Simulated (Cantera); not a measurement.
Mixture: 4.23 % CH4, 20.1 % O2, 75.7 % N2, equivalence ratio 0.42, at 30.0 bar, adiabatic and at constant volume. Ignition delay is the time to a rise of 400 K.

Cantera simulation using GRI-Mech 3.0 (53 species, 325 reactions); the numbers are that mechanism's predictions, not measurements. The pressure lies above the range GRI-Mech 3.0 was tuned for (to about 10 atm).

Task: Predict: delay at 1275 K; delay at 1475 K; delay at 1675 K; delay at 1875 K; delay at 2075 K; apparent activation energy between 1975 and 2175 K.

Result: 
- delay at 1275 K: 0.458 ms
- delay at 1475 K: 64.3 µs
- delay at 1675 K: 13.5 µs
- delay at 1875 K: 3.74 µs
- delay at 2075 K: 1.32 µs
- apparent activation energy between 1975 and 2175 K: 170 kJ/mol
